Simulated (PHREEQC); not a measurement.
A solution holds 0.002 mol H2SO4 and 0.015 mol FeCl3 per kg of water, at 8.9 °C. Closed to the air; pH follows from the charge balance.

Model: ion-association model, phreeqc.dat, run in PHREEQC.

```json
{
  "pH": "2.22",
  "ionic_strength": "0.0748 mol/kgw",
  "total_alkalinity": "-34.0 meq/kg"
}
```

```
species     molality  activity   log γ
----------  --------  --------  ------
Cl-           0.0422    0.0334  -0.101
Fe+3         0.00760   0.00159  -0.679
H+           0.00721   0.00606  -0.075
FeCl+2       0.00222  0.000936  -0.376
FeSO4+       0.00162   0.00130  -0.094
FeOH+2       0.00148  0.000622  -0.376
Fe2(OH)2+4  0.000712   2.11e-5  -1.529
FeCl2+      0.000297  0.000239  -0.094
SO4-2       0.000261  0.000109  -0.379
Fe3(OH)4+5   9.24e-5   3.77e-7  -2.389
HSO4-        5.77e-5   4.63e-5  -0.096
FeHSO4+2     5.37e-5   2.23e-5  -0.382
Fe(OH)2+     2.20e-5   1.78e-5  -0.092
Fe(SO4)2-    3.63e-6   2.91e-6  -0.096
FeCl3        7.86e-7   8.00e-7   0.007
```

No solid was allowed to form. Saturation is exceeded, for instance for Hematite (slow to form), Goethite (slow to form); the values hold only as long as no solid forms. Complexes and solids missing from the database can't appear. At this temperature some constants are extrapolated from 25 °C, and those without enthalpy data are left unchanged.
